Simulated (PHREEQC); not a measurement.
Solution (25 °C): 0.04 mol H3BO3, 0.00025 mol Na2CO3 and 0.00046 mol HBr per kg of water. Closed to the air; pH follows from the charge balance.

Computed with PHREEQC (ion-association model, wateq4f.dat).

| Quantity | Result |
|---|---|
| pH | 5.55 |
| ionic strength | 0.000503 mol/kgw |
| total alkalinity | 0.0400 meq/kg |

| species | molality | activity | log γ |
|---|---|---|---|
| H3BO3 | 0.0400 | 0.0400 | 0.000 |
| Na+ | 0.000500 | 0.000487 | -0.011 |
| Br- | 0.000460 | 0.000448 | -0.011 |
| CO2 | 0.000215 | 0.000215 | 0.000 |
| HCO3- | 3.46e-5 | 3.37e-5 | -0.011 |
| H2BO3- | 8.32e-6 | 8.10e-6 | -0.011 |
| H+ | 2.91e-6 | 2.84e-6 | -0.011 |
| NaHCO3 | 9.24e-9 | 9.24e-9 | 0.000 |
| OH- | 3.61e-9 | 3.52e-9 | -0.011 |

Precipitation was switched off in this run. Species that the database lacks are ignored.
